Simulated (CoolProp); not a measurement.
R152A along the isotherm 153.55 °C: fugacity coefficient from the reference equation and from simpler models built on Tc = 113.3 °C, pc = 4517 kPa, ω = 0.275; each cubic takes its own stable root.

Values from CoolProp's reference Helmholtz-energy equation of state, Outcalt 1996. It is a modified Benedict-Webb-Rubin equation, recast in Helmholtz form.

```json
[
 {"p (kPa)": "71.4", "phase": "gas", "reference": "0.9959"},
 {"p (kPa)": "108", "phase": "gas", "reference": "0.9938"},
 {"p (kPa)": "163", "phase": "gas", "reference": "0.9906"},
 {"p (kPa)": "245", "phase": "gas", "reference": "0.9859"},
 {"p (kPa)": "370", "phase": "gas", "reference": "0.9787"},
 {"p (kPa)": "558", "phase": "gas", "reference": "0.9680"},
 {"p (kPa)": "842", "phase": "gas", "reference": "0.9519"},
 {"p (kPa)": "1270", "phase": "gas", "reference": "0.9280"},
 {"p (kPa)": "1920", "phase": "gas", "reference": "0.8923"},
 {"p (kPa)": "2890", "phase": "gas", "reference": "0.8404"},
 {"p (kPa)": "4360", "phase": "gas", "reference": "0.7645"},
 {"p (kPa)": "6580", "phase": "supercritical", "reference": "0.6554"},
 {"p (kPa)": "9920", "phase": "supercritical", "reference": "0.5183"},
 {"p (kPa)": "15000", "phase": "supercritical", "reference": "0.4067"},
 {"p (kPa)": "22600", "phase": "supercritical", "reference": "0.3354"}
]
```

### Question
How far does each simpler model (van der Waals, Peng-Robinson) lie from the reference over these 15 states: mean and median of the absolute difference, and the worst?

### Answer
- van der Waals: mean 2.3 %, median 0.7 %, worst +17.9 % at 153.55 °C and 22600 kPa
- Peng-Robinson: mean 1.0 %, median 0.4 %, worst +6.2 % at 153.55 °C and 22600 kPa
